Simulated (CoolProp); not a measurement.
Vapour-liquid equilibrium of acetone (1) + water (2) at 125.15 °C; x and y are mole fractions of (1).

Model: multi-fluid Helmholtz-energy mixture model, Lemmon 2006 and Wagner 2002; pair parameters Bell 2016, in CoolProp.

| x | bubble pressure (MPa) | y at the bubble point | dew pressure at overall composition x (MPa) | liquid density (mol/L) |
|---|---|---|---|---|
| 0.05 | 0.3359 | 0.329 | 0.2447 | 46.39 |
| 0.2 | 0.5053 | 0.593 | 0.2868 | 34.08 |
| 0.35 | 0.5679 | 0.662 | 0.3455 | 26.20 |
| 0.5 | 0.6021 | 0.707 | 0.4317 | 20.82 |
| 0.65 | 0.6320 | 0.761 | 0.5569 | 16.96 |
| 0.8 | 0.6586 | 0.842 | 0.6468 | 14.11 |
| 0.95 | 0.6763 | 0.955 | 0.6758 | 11.94 |

No azeotrope shows between x = 0.05 and 0.95.

The pair parameters rest on a limited set of measurements; away from them the model extrapolates. With so large a gap from Raoult's law the liquid may split in two, which this calculation doesn't test in full.
